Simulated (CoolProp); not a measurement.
R1233zd(E) at 292.08 K and 0.0858 MPa is throttled through a valve to 0.026 MPa with no heat exchange. Each further row changes one setting.

Computed with CoolProp (reference Helmholtz-energy equation of state, Akasaka 2022).

```csv
case,temperature change (K),final density (kg/m³)
as stated,-2.0,1.42
outlet pressure 0.0078 MPa,-2.6,0.424
outlet pressure 0.0338 MPa,-1.7,1.85
```
